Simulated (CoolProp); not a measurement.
The numbers come from the reference Helmholtz-energy equation of state, Setzmann 1991 in CoolProp.

**Question.** For methane, give the phase and the cp (kJ/(kg K)), cv (kJ/(kg K)), speed of sound (m/s) at 229.9 K and 5.11 MPa; 229.9 K and 35.8 MPa.

**Answer.** 
- 229.9 K and 5.11 MPa: supercritical; cp 3.26, cv 1.75, speed of sound 357
- 229.9 K and 35.8 MPa: supercritical; cp 3.43, cv 1.85, speed of sound 918
